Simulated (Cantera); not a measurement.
Input (Python, Cantera) and output of one run.

```python
import numpy as np
import cantera as ct

gas_names = """
    C CN C2 CCN CNC C2N2 C3 C4 C4N2 C5 N N2 Si SiC SiC2 SiN Si2 Si2C Si2N Si3
""".split()
cond_names = """
    C(gr) Si(cr) Si(L) SiC(b) Si3N4(a)
""".split()


# ... load() reads the species with a 1 bar reference pressure and builds the phases ...
atoms = {
    'SiC': {'Si': 1, 'C': 1},
    'N2': {'N': 2},
}
top_T = {'C(gr)': 4500, 'SiC(b)': 3050, 'Si3N4(a)': 2400}  # K; cautious upper limits of use, not melting points


# ... equilibrate(T, P, feed) seeds the gas with the atoms and calls Mixture.equilibrate('TP', solver="vcs", rtol=1e-11, max_steps=5000) ...
results = []
T = 2825  # K
P = 90  # Pa
for m in [0.071, 0.1, 0.15, 0.22, 0.33, 0.48, 0.71, 1, 1.5, 2.2, 3.3, 4.8]:
    feed = {'SiC': 1, 'N2': m}  # mol
    mix = equilibrate(T, P, feed)
    results.append((T, P, feed, dict(zip(mix.species_names, mix.species_moles))))
    x = sorted(zip(gas.X, gas.species_names), reverse=True)
    print(f"T = {T:g} K  P = {P:g} Pa  n(N2) = {m:g} mol  gas = {mix.phase_moles(0):.4g} mol")
    print("   x: " + "  ".join(f"{s} {v:.3e}" for v, s in x if v > 0.001))
    print("   condensed (mol): " + ("  ".join(f"{mix.phase(i).name} {mix.phase_moles(i):.4g}"
          for i in range(1, mix.n_phases) if mix.phase_moles(i) > 1e-12) or "none"))
```

Result:

```
T = 2825 K  P = 90 Pa  n(N2) = 0.071 mol  gas = 1.142 mol
   x: Si 5.448e-01  SiC2 3.204e-01  N2 5.750e-02  C3 4.759e-02  C 9.600e-03  CN 8.951e-03  C2 4.669e-03  Si2C 4.146e-03  SiC 1.068e-03
   condensed (mol): C(gr) 0.0637
T = 2825 K  P = 90 Pa  n(N2) = 0.1 mol  gas = 1.174 mol
   x: Si 5.300e-01  SiC2 3.117e-01  N2 7.967e-02  C3 4.759e-02  CN 1.054e-02  C 9.600e-03  C2 4.669e-03  Si2C 3.924e-03  SiC 1.038e-03
   condensed (mol): C(gr) 0.05619
T = 2825 K  P = 90 Pa  n(N2) = 0.15 mol  gas = 1.23 mol
   x: Si 5.064e-01  SiC2 2.978e-01  N2 1.154e-01  C3 4.759e-02  CN 1.268e-02  C 9.600e-03  C2 4.669e-03  Si2C 3.582e-03
   condensed (mol): C(gr) 0.04376
T = 2825 K  P = 90 Pa  n(N2) = 0.22 mol  gas = 1.307 mol
   x: Si 4.768e-01  SiC2 2.804e-01  N2 1.606e-01  C3 4.759e-02  CN 1.496e-02  C 9.600e-03  C2 4.669e-03  Si2C 3.175e-03
   condensed (mol): C(gr) 0.02697
T = 2825 K  P = 90 Pa  n(N2) = 0.33 mol  gas = 1.427 mol
   x: Si 4.368e-01  SiC2 2.569e-01  N2 2.220e-01  C3 4.759e-02  CN 1.759e-02  C 9.600e-03  C2 4.669e-03  Si2C 2.664e-03
   condensed (mol): C(gr) 0.001307
T = 2825 K  P = 90 Pa  n(N2) = 0.48 mol  gas = 1.586 mol
   x: Si 3.989e-01  N2 2.924e-01  SiC2 2.258e-01  C3 4.494e-02  CN 1.980e-02  C 9.419e-03  C2 4.495e-03  Si2C 2.180e-03
   condensed (mol): none
T = 2825 K  P = 90 Pa  n(N2) = 0.71 mol  gas = 1.827 mol
   x: N2 3.772e-01  Si 3.533e-01  SiC2 1.893e-01  C3 4.138e-02  CN 2.188e-02  C 9.163e-03  C2 4.254e-03  Si2C 1.664e-03
   condensed (mol): none
T = 2825 K  P = 90 Pa  n(N2) = 1 mol  gas = 2.13 mol
   x: N2 4.573e-01  Si 3.098e-01  SiC2 1.560e-01  C3 3.769e-02  CN 2.335e-02  C 8.882e-03  C2 3.997e-03  Si2C 1.240e-03
   condensed (mol): none
T = 2825 K  P = 90 Pa  n(N2) = 1.5 mol  gas = 2.65 mol
   x: N2 5.534e-01  Si 2.570e-01  SiC2 1.178e-01  C3 3.275e-02  CN 2.452e-02  C 8.476e-03  C2 3.640e-03
   condensed (mol): none
T = 2825 K  P = 90 Pa  n(N2) = 2.2 mol  gas = 3.372 mol
   x: N2 6.395e-01  Si 2.090e-01  SiC2 8.573e-02  C3 2.771e-02  CN 2.493e-02  C 8.017e-03  C2 3.256e-03
   condensed (mol): none
T = 2825 K  P = 90 Pa  n(N2) = 3.3 mol  gas = 4.501 mol
   x: N2 7.205e-01  Si 1.631e-01  SiC2 5.788e-02  CN 2.461e-02  C3 2.230e-02  C 7.457e-03  C2 2.817e-03
   condensed (mol): none
T = 2825 K  P = 90 Pa  n(N2) = 4.8 mol  gas = 6.032 mol
   x: N2 7.835e-01  Si 1.267e-01  SiC2 3.828e-02  CN 2.368e-02  C3 1.751e-02  C 6.880e-03  C2 2.398e-03
   condensed (mol): none
```

Equilibrium computed with Cantera from the NASA thermochemical tables; the gas is ideal and each condensed phase is pure. The tables' values for SiN are old estimates; treat these amounts as uncertain.
